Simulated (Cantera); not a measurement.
Input: 1 mol TEOS, 6.6 mol H₂O, 61 mol N₂, held at 0.200 bar.

Cantera equilibrium calculation (NASA polynomials, part measured and part estimated; ideal gas, pure solids and liquids). Candidate condensed phases: C, C₆H₆, C₇H₈, C₈H₁₈, H₂O, Si, SiC, SiO₂, Si₂N₂O, Si₃N₄; 151 gas species. The feed counts by its element totals alone. The tables hold silica as quartz up to 1696 K and as liquid above; real silica turns to tridymite and cristobalite and melts near 1996 K. Kinetics and transport are ignored.

Q: At 1673 K, list the 7 most abundant gas species with their mole fractions, and the condensed phases.

A: N₂ 0.713, H₂ 0.188, CO 0.0925, H₂O 0.00612, CO₂ 0.000912, H 0.000110, SiO 2.30e-5. Condensed: SiO₂(β-quartz).
